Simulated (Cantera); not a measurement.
Input: 1 mol Al, 0.9 mol CO₂, 39 mol N₂, equilibrated at 675 K and 13.0 Pa.

Cantera equilibrium calculation (NASA polynomials, part measured and part estimated; ideal gas, pure solids and liquids). Candidate condensed phases: Al, AlN, Al₂O₃, C; 32 gas species. Kinetics and transport are ignored.

Base state: N₂ 0.992, CO 0.00746, CO₂ 8.77e-5 (mole fractions); condensed: Al₂O₃(s) + C(graphite).

What changes in the equilibrium state with this change: pressure from 13.0 Pa to 100000 Pa?


```
species            before     after
----------------  -------  --------
N₂                  0.992     0.996
CO₂               8.77e-5   0.00356
CO                0.00746  0.000542
Al₂O₃(s), mol       0.500     0.500
C(graphite), mol    0.603     0.739
```

What changes in the equilibrium state with this change: temperature from 675 K to 1600 K?


```json
[
 {"species": "N₂", "before": "0.992", "after": "0.976"},
 {"species": "CO", "before": "0.00746", "after": "0.0226"},
 {"species": "Al", "before": "<1e-9", "after": "0.00102"},
 {"species": "Al₂O", "before": "<1e-9", "after": "0.000130"},
 {"species": "CO₂", "before": "8.77e-5", "after": "1.48e-8"},
 {"species": "Al₂O₃(s), mol", "before": "0.500", "after": "0.298"},
 {"species": "C(graphite), mol", "before": "0.603", "after": "0"},
 {"species": "AlN(s), mol", "before": "0", "after": "0.352"}
]
```
Mutual solubility and eutectic melting of coexisting phases are not modelled.
